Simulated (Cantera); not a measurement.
An adiabatic, constant-pressure homogeneous reactor starts with CO : H₂ : CH₄ : O₂ : N₂ = 1 : 0.62 : 0.62 : 4.02 : 15.1 (molar parts), equivalence ratio 0.51, at 1425 K and 10.0 bar. Integrator tolerance rtol = 1e-08.

Computed with Cantera and GRI-Mech 3.0 (53 species, 325 reactions).

Question: What does this change do: constant volume in place of constant pressure?

Answer: 
```tsv
quantity	before	after
time of steepest temperature rise	24.9 µs	22.6 µs
temperature at 1.00 s	2491 K	2690 K
equilibrium temperature	2491 K	2690 K
x(CO) at 1.00 s	0.00286 (gas-phase equilibrium 0.00286)	0.00549 (gas-phase equilibrium 0.00549)
x(H₂) at 1.00 s	0.000530 (gas-phase equilibrium 0.000530)	0.000949 (gas-phase equilibrium 0.000949)
x(CH₄) at 1.00 s	<1e-12 (gas-phase equilibrium <1e-12)	<1e-12 (gas-phase equilibrium <1e-12)
x(H₂O₂) at 1.00 s	5.62e-7 (gas-phase equilibrium 5.62e-7)	1.09e-6 (gas-phase equilibrium 1.09e-6)
x(HCN) at 1.00 s	7.15e-12 (gas-phase equilibrium 7.15e-12)	6.12e-11 (gas-phase equilibrium 6.12e-11)
x(O) at 1.00 s	0.00131 (gas-phase equilibrium 0.00131)	0.00238 (gas-phase equilibrium 0.00238)
```
